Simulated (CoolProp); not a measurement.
Vapour-liquid equilibrium of CH2F2 (R32) (1) + R236FA (2) at 304.5 K; x and y are mole fractions of (1).

Values from CoolProp's multi-fluid Helmholtz-energy mixture model, Tillner-Roth 1997 and Pan 2012; pair parameters Bell 2016.

Question: Give the bubble pressure and the first vapour's composition at x = 0.2, 0.65, 0.95. Is there an azeotrope?

Answer: x = 0.2: 0.6164 MPa, y = 0.523; x = 0.65: 1.338 MPa, y = 0.878; x = 0.95: 1.894 MPa, y = 0.985. No azeotrope shows between x = 0.05 and 0.95.

Pair parameters are fitted to limited data, so mixtures are less certain than the pure fluids.
